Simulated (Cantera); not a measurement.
Predominance diagram of Pb at 800 K against the partial pressures of S2 and F2 (log10, bar). Standard-state values (1 bar) from the NASA 1993 polynomials, evaluated with Cantera. Candidates: Pb(l), PbF2(s), PbS(s). Only these pure phases compete in this equilibrium. 

```
log p(F2) \ log p(S2)
        columns: -27, -25.2, -23.4, -21.6, -19.8, -18, -16.2, -14.4, -12.6, -10.8, -9, -7.2, -5.4, -3.6, -1.8, 0
      0  A A A A A A A A A A A A A A A A
   -4.8  A A A A A A A A A A A A A A A A
   -9.6  A A A A A A A A A A A A A A A A
  -14.4  A A A A A A A A A A A A A A A A
  -19.2  A A A A A A A A A A A A A A A A
    -24  A A A A A A A A A A A A A A A A
  -28.8  A A A A A A A A A A A A A A A A
  -33.6  B B B B B B B B B B B B C C C A
  -38.4  D D D D D D D D D C C C C C C A
  -43.2  D D D D D D D D D C C C C C C A
    -48  D D D D D D D D D C C C C C C A
```

A: out of reach (another gas would pass 10 bar, or a non-metal would condense); B: PbF2(s); C: PbS(s); D: Pb(l).
